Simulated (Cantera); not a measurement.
Input: 1 mol Si, 1.3 mol Cl2, 0.56 mol H2, held at 1148 K and 1 atm.

Cantera equilibrium calculation (NASA polynomials, part measured and part estimated; ideal gas, pure solids and liquids). Candidate condensed phases: Si; 19 gas species. The tables' values for SiCl3 are old estimates; treat these amounts as uncertain. Kinetics and transport are ignored.

Base state: SiCl4 0.440, H2 0.396, SiHCl3 0.107, HCl 0.0327, SiCl3 0.0154, SiCl2 0.00591, SiH2Cl2 0.00326, SiH3Cl 2.67e-5 (mole fractions); condensed: Si(s).

**Question.** What changes in the equilibrium state with this change: H2 from 0.56 to 13 mol?

**Answer.** 
| species | before | after |
|---|---|---|
| H2 | 0.396 | 0.927 |
| SiCl4 | 0.440 | 0.0245 |
| HCl | 0.0327 | 0.0243 |
| SiHCl3 | 0.107 | 0.0188 |
| SiCl3 | 0.0154 | 0.00176 |
| SiCl2 | 0.00591 | 0.00140 |
| SiH2Cl2 | 0.00326 | 0.00180 |
| SiH3Cl | 2.67e-5 | 4.65e-5 |
| Si(s), mol | 0.318 | 0.341 |
